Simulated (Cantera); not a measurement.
Charge: 1 mol N2O, 1.7 mol H2, 5.3 mol O2, equilibrated at 1273.15 K and 810000 Pa.

These are equilibrium values from Cantera (NASA tables, ideal gas, pure condensed phases), not measurements of a reactor. Candidate condensed phases: H2O; 24 gas species. Rates play no part.

Base state: O2 0.647, H2O 0.222, N2 0.131, NO 0.000237, NO2 1.44e-5 (mole fractions); condensed: gas only.

**Question.** What changes in the equilibrium state with this change: H2 from 1.7 to 0.12 mol?

**Answer.** 
```
species    before     after
-------  --------  --------
O2          0.647     0.837
N2          0.131     0.146
H2O         0.222    0.0175
NO2       1.44e-5   1.97e-5
NO       0.000237  0.000284
```
